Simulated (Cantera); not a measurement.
Feed: 1 mol SiH₄, 0.12 mol CH₄, 1500 mol H₂, equilibrated at 2223 K and 0.00790 bar.

Method: chemical equilibrium by Gibbs-energy minimisation in Cantera with the NASA 1993 tables (ideal gas, pure condensed phases). Candidate condensed phases: C, C₆H₆, C₇H₈, C₈H₁₈, Si, SiC; 87 gas species. Kinetics and transport are ignored.

Base state: H₂ 0.930, H 0.0695, Si 0.000615, C₂H₂ (acetylene) 3.70e-5, SiH 2.23e-5 (mole fractions); condensed: gas only.

Question: What changes in the equilibrium state with this change: temperature from 2223 K to 1600 K?

Answer: 
| species | before | after |
|---|---|---|
| H₂ | 0.930 | 0.999 |
| H | 0.0695 | 0.000612 |
| Si | 0.000615 | 1.23e-5 |
| C₂H₂ (acetylene) | 3.70e-5 | 3.04e-9 |
| SiH | 2.23e-5 | 2.39e-6 |
| Si(s), mol | 0 | 0.850 |
| SiC(s), mol | 0 | 0.120 |
Mutual solubility and eutectic melting of coexisting phases are not modelled.

Question: What changes in the equilibrium state with this change: SiH₄ replaced by SiHCl₃?

Answer: 
| species | before | after |
|---|---|---|
| H₂ | 0.930 | 0.928 |
| H | 0.0695 | 0.0694 |
| HCl | 0 | 0.00183 |
| Cl | 0 | 9.92e-5 |
| Si | 0.000615 | 0.000613 |
| SiH | 2.23e-5 | 2.22e-5 |
| C₂H₂ (acetylene) | 3.70e-5 | 3.70e-5 |
